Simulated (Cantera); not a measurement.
What does this Cantera script print?

```python
import numpy as np
import cantera as ct

gas = ct.Solution("gri30.yaml")
gas.TPX = 500, 101325, {'H2': 1, 'O2': 0.294, 'N2': 1.11}
inlet = ct.Reservoir(gas, clone=True)
gas.equilibrate("HP")  # start burning
reactor = ct.IdealGasConstPressureReactor(gas, energy="on", clone=False)
exhaust = ct.Reservoir(gas, clone=True)
tau = [0.056, 0.027, 0.013, 0.006, 0.0029, 0.0014, 0.00064, 0.00031, 0.00014, 6.9e-05, 3.3e-05][0]
for a, b in ((inlet, reactor), (reactor, exhaust)):
    ct.MassFlowController(a, b, mdot=lambda t: reactor.mass / tau)
net = ct.ReactorNet([reactor])
show = ['H2', 'O2', 'NO', 'H', 'NO2', 'HO2']

rows = []
print(f"{'tau/s':>10s}{'T/K':>9s}" + "".join(f"{s:>11s}" for s in show))
for tau in [0.056, 0.027, 0.013, 0.006, 0.0029, 0.0014, 0.00064, 0.00031, 0.00014, 6.9e-05, 3.3e-05]:
    net.initial_time = 0.0
    net.advance(30 * tau)
    before = gas.X
    net.advance(40 * tau)
    drift = np.max(np.abs(gas.X - before) / (gas.X + 1e-9))
    rows.append([gas.T, *gas[show].X, drift])
    print(f"{tau:10.3e}{gas.T:9.1f}" + "".join(f"{x:11.3e}" for x in gas[show].X))
```

Result:

```
     tau/s      T/K         H2         O2         NO          H        NO2        HO2
 5.600e-02   2293.7  1.921e-01  4.133e-05  7.451e-05  6.616e-03  5.823e-10  2.541e-08
 2.700e-02   2281.2  1.913e-01  6.693e-05  6.663e-05  8.306e-03  5.262e-10  4.316e-08
 1.300e-02   2261.6  1.900e-01  1.114e-04  5.784e-05  1.094e-02  4.613e-10  7.714e-08
 6.000e-03   2230.6  1.881e-01  1.948e-04  4.865e-05  1.508e-02  3.930e-10  1.427e-07
 2.900e-03   2189.2  1.855e-01  3.328e-04  4.104e-05  2.056e-02  3.397e-10  2.475e-07
 1.400e-03   2133.1  1.822e-01  5.690e-04  3.501e-05  2.790e-02  3.053e-10  4.172e-07
 6.400e-04   2053.7  1.776e-01  1.001e-03  3.016e-05  3.819e-02  2.925e-10  7.190e-07
 3.100e-04   1961.0  1.725e-01  1.660e-03  2.617e-05  5.001e-02  2.956e-10  1.195e-06
 1.400e-04   1838.9  1.663e-01  2.865e-03  2.102e-05  6.515e-02  2.947e-10  2.157e-06
 6.900e-05   1715.0  1.617e-01  4.763e-03  1.554e-05  7.940e-02  2.726e-10  3.895e-06
 3.300e-05   1573.1  1.619e-01  8.852e-03  9.783e-06  9.173e-02  2.285e-10  8.199e-06
```

Model: GRI-Mech 3.0 (53 species, 325 reactions), integrated in Cantera.
